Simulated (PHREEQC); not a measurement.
Dissolve 0.015 mol K2CO3 and 9.9e-05 mol CO2 per kg of water at 25 °C. Closed to the air; pH follows from the charge balance.

Model: ion-association model, wateq4f.dat, run in PHREEQC.

| quantity | before | after |
|---|---|---|
| pH | 11.04 | 10.78 |
| ionic strength (mol/kgw) | 0.0436 | 0.0433 |
| CO3-2 (mol/kgw) | 0.0136 | 0.0133 |
| HCO3- (mol/kgw) | 0.00154 | 0.00272 |
| CO2 (mol/kgw) | 2.61e-8 | 8.33e-8 |

Question: What was changed between the two runs?
A) K2CO3 from 0.015 to 0.003 mol/kgw
B) K2CO3 from 0.015 to 0.15 mol/kgw
C) CO2 left out
D) CO2 replaced by NH4HCO3 at the same molality
E) CO2 from 9.9e-05 to 0.00099 mol/kgw

Answer: E, CO2 from 9.9e-05 to 0.00099 mol/kgw

No solid was allowed to form.
